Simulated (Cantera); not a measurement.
# Moist CO burnout

An isothermal, constant-pressure homogeneous reactor starts with CO : O2 : H2O : N2 = 0.0022 : 0.0025 : 0.0031 : 1 (molar parts), at 900 K and 97.5 Torr.

Detailed kinetics in Cantera: GRI-Mech 3.0 (53 species, 325 reactions).

| t (s) | x CO | x O2 | x H2O | x OH | x O |
|---|---|---|---|---|---|
| 5.00e-6 | 0.00218 | 0.00248 | 0.00308 | <1e-12 | <1e-12 |
| 2.29e-5 | 0.00218 | 0.00248 | 0.00308 | <1e-12 | <1e-12 |
| 0.000105 | 0.00218 | 0.00248 | 0.00308 | <1e-12 | <1e-12 |
| 0.000478 | 0.00218 | 0.00248 | 0.00308 | <1e-12 | <1e-12 |
| 0.00219 | 0.00218 | 0.00248 | 0.00308 | <1e-12 | <1e-12 |
| 0.0100 | 0.00218 | 0.00248 | 0.00308 | <1e-12 | <1e-12 |
| 0.0457 | 0.00218 | 0.00248 | 0.00308 | <1e-12 | 2.77e-12 |
| 0.209 | 0.00218 | 0.00248 | 0.00308 | 1.29e-12 | 3.38e-11 |
| 0.956 | 0.00218 | 0.00248 | 0.00308 | 9.40e-9 | 1.73e-7 |
| 4.37 | 0.000311 | 0.00155 | 0.00307 | 1.39e-6 | 3.75e-6 |
| 20.0 | 1.33e-5 | 0.00140 | 0.00308 | 3.10e-7 | 1.26e-7 |
x: mole fraction; the columns are a selection and need not sum to one.

Equilibrium at this temperature and pressure: CO <1e-12, O2 0.00139, H2O 0.00308, OH 1.10e-9, O <1e-12 (gas phase only).
